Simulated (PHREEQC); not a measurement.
Solution (20 °C): 110 mmol/kgw NaH2PO4. Closed to the air; pH follows from the charge balance.

Model: ion-association model, phreeqc.dat, run in PHREEQC.

No solid was allowed to form.

### Question
Estimate the pH, ionic strength, specific conductance.

### Answer
pH 4.46; ionic strength 0.110 mol/kgw; specific conductance 6640 µS/cm.

Species that the database lacks are ignored.
